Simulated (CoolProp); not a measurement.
100 sccm (0 °C, 1 atm) of nitrogen bubbles through liquid ethanol at 320.3 K and leaves saturated at a total pressure of 0.15 MPa (ideal gas phase). Each further row changes one setting.

Values from CoolProp's reference Helmholtz-energy equation of state, Schroeder 2014.

| case | vapour pressure (kPa) | mole fraction of vapour | delivery (mg/min) | delivery (sccm) | change of delivery for a bath 1 K warmer (%) |
|---|---|---|---|---|---|
| as stated | 25.6 | 0.171 | 42.3 | 20.6 | 6.1 |
| bath temperature 325.3 K | 32.6 | 0.217 | 57.0 | 27.7 | 6.2 |
| total pressure 0.3 MPa | 25.6 | 0.0854 | 19.2 | 9.33 | 5.5 |
